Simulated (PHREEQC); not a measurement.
Consider water at 25 °C with 0.0086 mol/kgw FeSO4, 0.0023 mol/kgw ZnCl2 and 0.021 mol/kgw NaCl. Closed to the air; pH follows from the charge balance.

All values are PHREEQC results (ion-association model, phreeqc.dat), not measurements.

Each row changes one thing in this solution. Precipitation was switched off in this run.

```json
[
 {"case": "as made", "pH": "5.86", "ionic strength (mol/kgw)": "0.0528", "Fe+2 (mol/kgw)": "0.00688", "SO4-2 (mol/kgw)": "0.00615", "Zn+2 (mol/kgw)": "0.00171", "FeSO4 (mol/kgw)": "0.00161", "SI of Melanterite (FeSO4:7H2O)": "-2.83"},
 {"case": "NaCl from 0.021 to 0.042 mol/kgw", "pH": "5.85", "ionic strength (mol/kgw)": "0.0744", "Fe+2 (mol/kgw)": "0.00704", "SO4-2 (mol/kgw)": "0.00623", "Zn+2 (mol/kgw)": "0.00176", "FeSO4 (mol/kgw)": "0.00137", "SI of Melanterite (FeSO4:7H2O)": "(withheld)"},
 {"case": "temperature from 25 to 15 °C", "pH": "(withheld)", "ionic strength (mol/kgw)": "0.0536", "Fe+2 (mol/kgw)": "0.00705", "SO4-2 (mol/kgw)": "0.00634", "Zn+2 (mol/kgw)": "0.00174", "FeSO4 (mol/kgw)": "0.00143", "SI of Melanterite (FeSO4:7H2O)": "(withheld)"},
 {"case": "diluted 5-fold with water", "pH": "6.11", "ionic strength (mol/kgw)": "0.0115", "Fe+2 (mol/kgw)": "0.00154", "SO4-2 (mol/kgw)": "0.00147", "Zn+2 (mol/kgw)": "0.000397", "FeSO4 (mol/kgw)": "0.000172", "SI of Melanterite (FeSO4:7H2O)": "-3.80"},
 {"case": "NaCl left out", "pH": "5.88", "ionic strength (mol/kgw)": "0.0307", "Fe+2 (mol/kgw)": "0.00660", "SO4-2 (mol/kgw)": "0.00594", "Zn+2 (mol/kgw)": "0.00163", "FeSO4 (mol/kgw)": "0.00198", "SI of Melanterite (FeSO4:7H2O)": "-2.74"},
 {"case": "FeSO4 from 0.0086 to 0.086 mol/kgw", "pH": "5.83", "ionic strength (mol/kgw)": "0.220", "Fe+2 (mol/kgw)": "0.0497", "SO4-2 (mol/kgw)": "0.0474", "Zn+2 (mol/kgw)": "0.00105", "FeSO4 (mol/kgw)": "0.0357", "SI of Melanterite (FeSO4:7H2O)": "-1.47"}
]
```

### Question
What belongs in the gaps?

### Answer

- NaCl from 0.021 to 0.042 mol/kgw, SI of Melanterite (FeSO4:7H2O): -2.90
- temperature from 25 to 15 °C, pH: 5.97
- temperature from 25 to 15 °C, SI of Melanterite (FeSO4:7H2O): -2.67
